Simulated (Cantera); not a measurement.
A freely propagating, adiabatic, planar premixed flame of CH₄ : O₂ : N₂ = 1 : 2.99 : 11.2 (molar parts), unburnt at 323 K and 0.190 bar; multicomponent transport, grid criteria slope 0.08 and curve 0.16, no radiation.

Cantera simulation using GRI-Mech 3.0 (53 species, 325 reactions); the numbers are that mechanism's predictions, not measurements. Burning velocities carry a grid error of a few per cent, more on coarse grids.

**Question.** Predict: laminar burning velocity; thermal thickness; peak x(HCN); peak x(OH); peak x(CO); peak x(C₂H₆).

**Answer.** 
| Item | Value |
|---|---|
| laminar burning velocity | 38.0 cm/s |
| thermal thickness | 2.31 mm |
| peak x(HCN) | 1.39e-7 |
| peak x(OH) | 0.00525 |
| peak x(CO) | 0.0295 |
| peak x(C₂H₆) | 0.000441 |
